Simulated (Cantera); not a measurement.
What does this Cantera script print?

```python
import numpy as np
import cantera as ct

gas_names = """
    CO2 K CS2
""".split()
cond_names = """
    S(cr1) S(cr2) S(L) K2SO4(a) K2SO4(b) K2SO4(L)
""".split()


# ... load() reads the species with a 1 bar reference pressure and builds the phases ...
species = {s.name: s for s in load("nasa_gas.yaml", gas_names) + load("nasa_condensed.yaml", cond_names)}
# Each term lists the table entries of one substance; the one whose range holds T is used.
reactions = {
    '5 S + 2 CO2(g) + 2 K(g) = K2SO4 + 2 CS2(g)':
        [(-5, ['S(cr1)', 'S(cr2)', 'S(L)']), (-2, ['CO2']), (-2, ['K']), (1, ['K2SO4(a)', 'K2SO4(b)', 'K2SO4(L)']), (2, ['CS2'])],
}


def pick(names, T):
    return next(species[n] for n in names if species[n].thermo.min_temp <= T <= species[n].thermo.max_temp)


results = []
for label, terms in reactions.items():
    print(label)
    print("     T/K   dH/kJ  dS/(J/K)   dG/kJ   log10 K")
    for T in [300, 625, 650, 675, 700, 725, 750, 775]:
        used = [(nu, pick(names, T)) for nu, names in terms]
        dH = sum(nu * s.thermo.h(T) for nu, s in used) / 1e6
        dS = sum(nu * s.thermo.s(T) for nu, s in used) / 1e3
        dG = dH - T * dS / 1e3
        logK = -dG * 1e6 / (ct.gas_constant * T * np.log(10))
        results.append((label, T, dH, dS, dG, logK, [s.name for _, s in used]))
        print(f"{T:8g} {dH:8.1f} {dS:8.1f} {dG:8.1f} {logK:8.2f}")
```

Output:

```
5 S + 2 CO2(g) + 2 K(g) = K2SO4 + 2 CS2(g)
     T/K   dH/kJ  dS/(J/K)   dG/kJ   log10 K
     300   -594.8   -257.2   -517.7    90.14
     625   -619.0   -312.8   -423.5    35.39
     650   -619.4   -313.5   -415.6    33.40
     675   -619.6   -313.8   -407.8    31.56
     700   -619.6   -313.7   -400.0    29.84
     725   -619.4   -313.5   -392.1    28.25
     750   -619.1   -313.1   -384.3    26.76
     775   -618.7   -312.6   -376.5    25.37
```

Standard-state values (1 bar) from the NASA 1993 polynomials, evaluated with Cantera. Condensed species are held in their standard states even where they would react or evaporate.
